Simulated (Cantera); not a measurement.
Charge: 1 mol Cu, 0.076 mol H2O, 8.2 mol CO, at 0.133 bar.

Cantera equilibrium calculation (NASA polynomials, part measured and part estimated; ideal gas, pure solids and liquids). Candidate condensed phases: C, C6H6, C7H8, C8H18, Cu, CuO, Cu(OH)2, Cu2O, H2O; 113 gas species. The numbers say what is thermodynamically allowed, not how fast it happens.

Problem. What share of the Cu ends up in condensed phases as a function of T (K), at 1073, 1148, 1223, 1298, 1373, 1448, 1523, 1598, 1673, 1748, 1823, 1898, 1973?

Solution. 
```csv
T (K),Cu condensed (%),as
1073,100.0,Cu(s)
1148,100.0,Cu(s)
1223,100.0,Cu(s)
1298,100.0,Cu(s)
1373,100.0,Cu(l)
1448,100.0,Cu(l)
1523,99.9,Cu(l)
1598,99.8,Cu(l)
1673,99.3,Cu(l)
1748,98.2,Cu(l)
1823,95.6,Cu(l)
1898,90.0,Cu(l)
1973,78.6,Cu(l)
```
